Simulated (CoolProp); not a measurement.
Properties of methanol along the isotherm 620 K (Tc = 513.4 K, pc = 82.16 bar, ω = 0.565).

Values from CoolProp's reference Helmholtz-energy equation of state, de Reuck 1993.

```tsv
p (bar)	phase	speed of sound (m/s)	conductivity (mW/(m K))
13.7	gas	416.6	57.8
27.4	gas	405.2	60.2
41.1	gas	394.4	62.8
54.8	gas	384.6	65.7
68.5	gas	375.9	68.8
82.2	supercritical	367.8	72.2
95.9	supercritical	360.1	75.9
110	supercritical	353.7	80.2
123	supercritical	350.6	84.5
137	supercritical	348.4	89.4
151	supercritical	343.1	94.7
164	supercritical	338.1	100
178	supercritical	335.9	106
192	supercritical	334.8	113
205	supercritical	334.4	119
```

Thermal conductivity comes from a separate model (Sykioti 2013).
